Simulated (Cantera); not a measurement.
A Cantera script and what it prints.

```python
import numpy as np
import cantera as ct

gas_names = """
    B BF BF2 BF3 BH BHF2 BH2 BH3 BN BO BOF BOF2 BO2 B2 B2O B2O2 B2O3 B3O3F3 B3O3H3 F FO FO2 F2 F2O H HBO
    HBO2 HF HNO HNO2 HNO3 HOF HO2 H2 H2F2 H2O H2O2 H3B3O6 H3F3 H4F4 H5F5 H6F6 H7F7 N NF NF2 NF3 NH NH2
    NH3 NH2OH NO NO2 NO3 N2 N2H2 N2H4 N2O O OH O2 O3
""".split()
cond_names = """
    B(b) B(L) BN(s) B2O3(L) B3O3H3(cr) H2O(s) H2O(L)
""".split()


def load(file, names, dense=False):
    # The tables refer to 1 bar. Condensed volumes are neglected.
    table = {s.name: s for s in ct.Species.list_from_file(file)}
    out = []
    for n in names:
        d = dict(table[n].input_data)
        d["thermo"] = dict(d["thermo"], **{"reference-pressure": 1e5})
        if dense:
            d["equation-of-state"] = {"model": "constant-volume", "density": "1e6 g/cm^3"}
        out.append(ct.Species.from_dict(d))
    return out


gas = ct.Solution(thermo="ideal-gas", species=load("nasa_gas.yaml", gas_names))
cond = {s.name: ct.Solution(thermo="fixed-stoichiometry", species=[s], name=s.name)
        for s in load("nasa_condensed.yaml", cond_names, dense=True)}
atoms = {
    'BF3': {'B': 1, 'F': 3},
    'H2O': {'H': 2, 'O': 1},
    'N2': {'N': 2},
}
top_T = {'BN(s)': 3200}  # K; cautious upper limits of use, not melting points


def equilibrate(T, P, feed):
    n = {}
    for name, mol in feed.items():
        for a, k in atoms[name].items():
            n[a] = n.get(a, 0.0) + k * mol
    gas.TPX = T, P, n
    mass = sum(n.values()) * gas.mean_molecular_weight
    gas.equilibrate("TP")
    valid = [c for c in cond.values() if c.min_temp <= T <= top_T.get(c.name, c.max_temp)]
    mix = ct.Mixture([(gas, mass / gas.mean_molecular_weight)] + [(c, 0.0) for c in valid])
    mix.T, mix.P = T, P
    mix.equilibrate("TP", solver="vcs", rtol=1e-11, max_steps=5000)
    return mix


results = []
feed = {'BF3': 1, 'H2O': 2.7, 'N2': 0.2}  # mol
T = 900  # K
P = 28000  # Pa
mix = equilibrate(T, P, feed)
results.append((T, P, feed, dict(zip(mix.species_names, mix.species_moles))))
print(gas.report(threshold=1e-05))
for i in range(1, mix.n_phases):
    print(f"{mix.phase(i).name:16s} {mix.phase_moles(i):12.5e} mol")
```

Result:

```
       temperature   900 K
          pressure   28000 Pa
           density   0.11429 kg/m^3
  mean mol. weight   30.543 kg/kmol
   phase of matter   gas

                          1 kg             1 kmol
                     ---------------   ---------------
          enthalpy       -1.3695e+07       -4.1828e+08  J
   internal energy        -1.394e+07       -4.2576e+08  J
           entropy            8812.9        2.6917e+05  J/K
    Gibbs function       -2.1626e+07       -6.6054e+08  J
 heat capacity c_p            1568.2             47899  J/K
 heat capacity c_v              1296             39585  J/K

                      mass frac. Y      mole frac. X     chem. pot. / RT
                     ---------------   ---------------   ---------------
               BF3           0.39572           0.17826            -188.5
            B3O3F3          0.064635          0.014366           -370.26
                HF           0.11325            0.1729           -61.883
               H2O           0.33902           0.57479           -58.688
            H3B3O6          0.041451         0.0096316           -360.67
                N2          0.045906          0.050051           -28.865
     [  +56 minor]        1.3034e-05        8.9327e-06

B(b)              0.00000e+00 mol
BN(s)             0.00000e+00 mol
B2O3(L)           0.00000e+00 mol
B3O3H3(cr)        0.00000e+00 mol
```

Cantera equilibrium calculation (NASA polynomials, part measured and part estimated; ideal gas, pure solids and liquids).
